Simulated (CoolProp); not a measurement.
CF4 (R14) along the isobar 14.1 MPa: fugacity coefficient from the reference equation and from simpler models built on Tc = 227.4 K, pc = 3.762 MPa, ω = 0.178; each cubic takes its own stable root.

The numbers come from the reference Helmholtz-energy equation of state, Platzer 1990 in CoolProp. This equation is an older, rougher fit; its heat capacities, sound speeds and derivatives of the liquid may be far off and weren't checked against measurements.

```tsv
T (K)	phase	reference
182	liquid	0.08093
203.2	liquid	0.1580
224.4	liquid	0.2588
245.6	supercritical	0.3727
266.8	supercritical	0.4865
288	supercritical	0.5893
309.2	supercritical	0.6761
330.3	supercritical	0.7474
351.5	supercritical	0.8063
372.7	supercritical	0.8550
393.9	supercritical	0.8954
```

Task: How far does each simpler model (van der Waals, Soave-Redlich-Kwong, Peng-Robinson) lie from the reference over these 11 states: mean and median of the absolute difference, and the worst?

Result: 
- van der Waals: mean 24.0 %, median 10.7 %, worst +115.1 % at 182 K and 14.1 MPa
- Soave-Redlich-Kwong: mean 4.1 %, median 4.3 %, worst +4.7 % at 266.8 K and 14.1 MPa
- Peng-Robinson: mean 3.3 %, median 3.0 %, worst -5.3 % at 182 K and 14.1 MPa
